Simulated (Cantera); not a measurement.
Charge: 1 mol Si3N4, 1.4 mol CO2, 1.2 mol H2, equilibrated at 1125 K and 1.80 mbar.

These are equilibrium values from Cantera (NASA tables, ideal gas, pure condensed phases), not measurements of a reactor. Candidate condensed phases: C, C6H6, C7H8, C8H18, H2O, Si, SiC, SiO2, Si2N2O, Si3N4; 151 gas species. Mutual solubility and eutectic melting of coexisting phases are not modelled. Equilibrium is a limit: real reactors are often held back by kinetics, nucleation or transport.

Base state: H2 0.492, N2 0.320, CO 0.188, CH4 1.26e-5, HCN 1.22e-5, H2O 1.07e-5 (mole fractions); condensed: C(graphite) + SiO2(β-quartz) + Si2N2O(s).

Task: What changes in the equilibrium state with this change: temperature from 1125 K to 973 K?

Result: 
```tsv
species	before	after
H2	0.492	0.558
N2	0.320	0.431
CO	0.188	0.0107
HCN	1.22e-5	1.63e-6
CH4	1.26e-5	7.21e-5
C(graphite), mol	0.942	1.38
SiO2(β-quartz), mol	0.562	0.851
Si2N2O(s), mol	1.22	1.07
```
